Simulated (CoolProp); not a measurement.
Vapour-liquid equilibrium of R143a (1) + fluoroethane (R161) (2) at 0.744 MPa; x and y are mole fractions of (1).

Computed with CoolProp (multi-fluid Helmholtz-energy mixture model, Lemmon and Jacobsen 2000 and Wu 2012; pair parameters Bell 2016).

```csv
x,"bubble temperature, mixture model (K)","bubble temperature, Raoult's law (K)","y, mixture model","y, Raoult's law"
0.05,289.7,289.8,0.067,0.068
0.125,288.6,288.8,0.162,0.165
0.2,287.6,287.9,0.251,0.257
0.275,286.7,287.0,0.335,0.345
0.35,285.8,286.1,0.416,0.428
0.425,284.9,285.2,0.492,0.507
0.5,284.1,284.4,0.566,0.582
0.575,283.3,283.5,0.637,0.653
0.65,282.5,282.7,0.706,0.722
0.725,281.7,281.9,0.772,0.786
0.8,281.0,281.1,0.837,0.848
0.875,280.3,280.4,0.899,0.907
0.95,279.6,279.6,0.960,0.964
```

The largest gap from Raoult's law is -0.3 K in bubble temperature, at x = 0.35. No azeotrope shows between x = 0.05 and 0.95.

Pair parameters are fitted to limited data, so mixtures are less certain than the pure fluids.
